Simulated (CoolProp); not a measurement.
Vapour-liquid equilibrium of ethylbenzene (1) + p-xylene (2) at 309.7 K; x and y are mole fractions of (1).

Model: multi-fluid Helmholtz-energy mixture model, Zhou 2012 and Zhou 2012; pair parameters Bell 2016, in CoolProp.

```csv
x,"bubble pressure, mixture model (MPa)","bubble pressure, Raoult's law (MPa)","y, mixture model","y, Raoult's law"
0.05,0.002235,0.002230,0.056,0.054
0.2,0.002273,0.002258,0.216,0.213
0.35,0.002305,0.002286,0.369,0.368
0.5,0.002331,0.002313,0.518,0.520
0.65,0.002355,0.002341,0.665,0.668
0.8,0.002377,0.002369,0.810,0.813
0.95,0.002399,0.002397,0.953,0.954
```

The largest gap from Raoult's law is +0.8 % in bubble pressure, at x = 0.35. No azeotrope shows between x = 0.05 and 0.95.

Pair parameters are fitted to limited data, so mixtures are less certain than the pure fluids.
